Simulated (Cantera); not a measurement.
What does this Cantera script print?

```python
import numpy as np
import cantera as ct

surf = ct.Interface("ptcombust.yaml", "Pt_surf")
gas = surf.adjacent["gas"]
gas.TPX = 300, 7000, {'CH4': 0.067, 'O2': 0.13, 'N2': 0.79}
jet = ct.ImpingingJet(gas=gas, width=0.04, surface=surf)
jet.inlet.mdot, jet.inlet.T, jet.inlet.X = 0.044, 300, {'CH4': 0.067, 'O2': 0.13, 'N2': 0.79}
jet.set_refine_criteria(ratio=10, slope=0.2, curve=0.3)
show, cover = ['CH4', 'O2', 'H2O', 'OH', 'CO', 'CO2'], ["PT(S)", "H(S)", "O(S)", "OH(S)", "CO(S)", "C(S)"]

rows = []
print(f"{'Ts/K':>7s}" + "".join(f"{s:>11s}" for s in show + cover) + "   (gas at the wall, coverages)")
for i, Ts in enumerate([900, 950, 1000, 1050, 1100, 1150, 1200]):
    jet.surface.T = Ts
    if i == 0:
        surf.TP = Ts, 7000
        surf.coverages = "PT(S):0.5, O(S):0.5"
        surf.advance_coverages(1.0)
        jet.set_initial_guess(products="inlet")
    jet.solve(loglevel=0, auto=(i == 0))
    rows.append([*(jet.X[gas.species_index(s), -1] for s in show), *surf[cover].coverages])
    print(f"{Ts:7g}" + "".join(f"{x:11.3e}" for x in rows[-1]))
```

It prints:

```
   Ts/K        CH4         O2        H2O         OH         CO        CO2      PT(S)       H(S)       O(S)      OH(S)      CO(S)       C(S)   (gas at the wall, coverages)
    900  4.221e-02  7.662e-02  4.835e-02  4.384e-08  1.792e-05  3.165e-02  2.409e-01  1.289e-07  7.574e-01  1.656e-03  2.474e-05  8.801e-08
    950  2.937e-02  4.942e-02  7.212e-02  1.387e-07  1.849e-05  4.744e-02  3.410e-01  3.790e-07  6.572e-01  1.828e-03  2.052e-05  9.821e-08
   1000  1.939e-02  2.841e-02  9.040e-02  3.595e-07  1.848e-05  5.969e-02  4.574e-01  9.422e-07  5.408e-01  1.789e-03  1.623e-05  1.014e-07
   1050  1.230e-02  1.357e-02  1.033e-01  7.704e-07  1.938e-05  6.836e-02  5.991e-01  2.223e-06  3.993e-01  1.591e-03  1.387e-05  1.104e-07
   1100  4.545e-03  2.959e-03  1.163e-01  4.284e-08  1.067e-02  6.520e-02  9.887e-01  2.338e-04  2.919e-04  5.114e-05  1.057e-02  1.245e-04
   1150  4.614e-03  3.068e-03  1.156e-01  1.029e-07  1.014e-02  6.570e-02  9.938e-01  2.612e-04  3.472e-04  4.835e-05  5.465e-03  7.796e-05
   1200  4.704e-03  3.190e-03  1.148e-01  2.352e-07  9.359e-03  6.646e-02  9.963e-01  2.817e-04  4.257e-04  4.685e-05  2.871e-03  4.856e-05
```

Cantera simulation using Deutschmann's 1995 Pt surface mechanism with GRI-Mech 3.0 gas chemistry; the numbers are that mechanism's predictions, not measurements. Catalytic surfaces can have several steady states; this one follows from the mechanism file's or the stated starting coverage.
